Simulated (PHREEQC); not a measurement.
Dissolve 0.059 mol ZnSO4, 8.8e-05 mol H3BO3 and 0.014 mol MnSO4 per kg of water at 25 °C. Closed to the air; pH follows from the charge balance.

All values are PHREEQC results (ion-association model, phreeqc.dat), not measurements.

| quantity | before | after |
|---|---|---|
| pH | 5.63 | 6.44 |
| ionic strength (mol/kgw) | 0.154 | 0.0390 |
| SO4-2 (mol/kgw) | 0.0324 | 0.00975 |
| HSO4- (mol/kgw) | 3.15e-6 | 2.04e-7 |
| H2BO3- (mol/kgw) | 2.93e-8 | 1.68e-7 |

Task: What was changed between the two runs?
A. MnSO4 replaced by K2SO4 at the same molality
B. 0.00064 mol/kgw CdBr2 added
C. diluted 100-fold with water
D. ZnSO4 left out

Result: D, ZnSO4 left out

No solid was allowed to form.
